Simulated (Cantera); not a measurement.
A Cantera script and its output.

```python
import numpy as np
import cantera as ct

gas = ct.Solution("gri30.yaml")
gas.TPX = 1325, 500000, {'CH3OH': 0.11, 'O2': 0.0045, 'N2': 1}
reactor = ct.IdealGasConstPressureReactor(gas, energy="off", clone=False)
net = ct.ReactorNet([reactor])
net.rtol, net.atol = 1e-08, 1e-18
show = ['CH3OH', 'O2', 'H2O', 'CH2O', 'CO2', 'HCN']
times = np.geomspace(3e-05, 50, 13)

steps = ct.SolutionArray(gas, extra=["t"])
rows = []
print(f"{'t/s':>10s}{'T/K':>9s}{'P/Pa':>11s}" + "".join(f"{s:>11s}" for s in show))
for t in times:
    while net.time < t:
        t_next = net.step()
        steps.append(gas.state, t=t_next)
    rows.append([np.interp(t, steps.t, y) for y in (steps.T, steps.P, *steps(*show).X.T)])
    print(f"{t:10.3e}{rows[-1][0]:9.1f}{rows[-1][1]:11.4g}" + "".join(f"{x:11.3e}" for x in rows[-1][2:]))
rate = np.gradient(steps.T, steps.t)
print("integrator steps:", len(steps.t))
if steps.T.max() > steps.T[0] + 200:
    print(f"time of steepest temperature rise: {steps.t[rate.argmax()]:.4e} s")
gas.TPX = 1325, 500000, {'CH3OH': 0.11, 'O2': 0.0045, 'N2': 1}
gas.equilibrate("TP")
print(f"equilibrium (TP): T = {gas.T:.1f} K  " + "  ".join(f"{s} {gas[s].X[0]:.3e}" for s in show))
```

It prints:

```
       t/s      T/K       P/Pa      CH3OH         O2        H2O       CH2O        CO2        HCN
 3.000e-05   1325.0      5e+05  9.865e-02  4.018e-03  1.148e-05  3.873e-05  1.590e-06  1.004e-12
 9.899e-05   1325.0      5e+05  9.845e-02  3.957e-03  6.433e-05  2.088e-04  5.269e-06  5.198e-12
 3.267e-04   1325.0      5e+05  9.023e-02  2.217e-03  2.538e-03  6.843e-03  2.181e-05  9.817e-11
 1.078e-03   1325.0      5e+05  1.102e-02  3.591e-10  7.681e-03  1.279e-02  6.839e-05  7.163e-09
 3.557e-03   1325.0      5e+05  5.616e-04  8.641e-12  7.479e-03  8.095e-04  7.087e-05  6.942e-09
 1.174e-02   1325.0      5e+05  3.426e-06  5.387e-12  7.460e-03  5.088e-06  7.885e-05  6.929e-09
 3.873e-02   1325.0      5e+05  6.093e-09  3.828e-12  7.450e-03  3.873e-08  8.884e-05  6.929e-09
 1.278e-01   1325.0      5e+05  8.721e-11  1.722e-12  7.427e-03  2.984e-08  1.116e-04  6.929e-09
 4.217e-01   1325.0      5e+05  8.570e-11  1.410e-13  7.358e-03  2.983e-08  1.804e-04  6.929e-09
 1.392e+00   1325.0      5e+05  8.436e-11  5.314e-17  7.159e-03  2.979e-08  3.797e-04  6.929e-09
 4.592e+00   1325.0      5e+05  8.209e-11  5.187e-18  6.695e-03  2.970e-08  8.430e-04  6.926e-09
 1.515e+01   1325.0      5e+05  8.015e-11  5.102e-18  6.095e-03  2.959e-08  1.444e-03  6.919e-09
 5.000e+01   1325.0      5e+05  7.967e-11  5.107e-18  5.923e-03  2.956e-08  1.615e-03  6.896e-09
integrator steps: 2826
equilibrium (TP): T = 1325.0 K  CH3OH 6.555e-11  O2 4.139e-18  H2O 5.385e-03  CH2O 3.012e-08  CO2 1.468e-03  HCN 1.137e-05
```

Cantera simulation using GRI-Mech 3.0 (53 species, 325 reactions); the numbers are that mechanism's predictions, not measurements. GRI-Mech 3.0 was tuned for natural gas; its chemistry of methanol as a main component is partial and can be far from experiment.
